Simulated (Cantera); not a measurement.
# Ignition delay

Mixture: CH4 : CO : O2 : N2 = 1 : 0.083 : 1.28 : 4.8 (molar parts), equivalence ratio 1.6, at 0.563 atm, adiabatic and at constant pressure. Ignition delay is the time to a rise of 400 K.

Detailed kinetics in Cantera: GRI-Mech 3.0 (53 species, 325 reactions).

```csv
T0 (K),delay (ms)
1398,6.96
1473,2.94
1548,1.36
1623,0.697
1698,0.388
```

The apparent activation energy between 1548 and 1698 K is 180 kJ/mol.
